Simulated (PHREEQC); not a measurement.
Silver or lead bath: speciation

Dissolve 0.28 mol/kgw Pb(NO3)2 and 0.15 mol/kgw NaNO3 at 85 °C. Closed to the air; pH follows from the charge balance.

The numbers come from PHREEQC with the ion-association model, phreeqc.dat.

The pH comes out as 4.13, the ionic strength is 0.645 mol/kgw and the activity of water is 0.984.

```csv
species,molality,activity,log γ
NO3-,0.537,0.298,-0.255
PbNO3+,0.173,0.123,-0.146
Na+,0.150,0.102,-0.167
Pb+2,0.107,0.0280,-0.583
H+,0.000102,7.48e-5,-0.134
Pb2OH+3,9.19e-5,4.50e-6,-1.311
PbOH+,1.00e-5,7.17e-6,-0.146
OH-,7.27e-9,4.21e-9,-0.238
Pb3(OH)4+2,5.92e-9,1.55e-9,-0.583
```

No solid was allowed to form. Examples of supersaturated solids here: Pb(OH)2. Others may be too. At this temperature some constants are extrapolated from 25 °C, and those without enthalpy data are left unchanged.
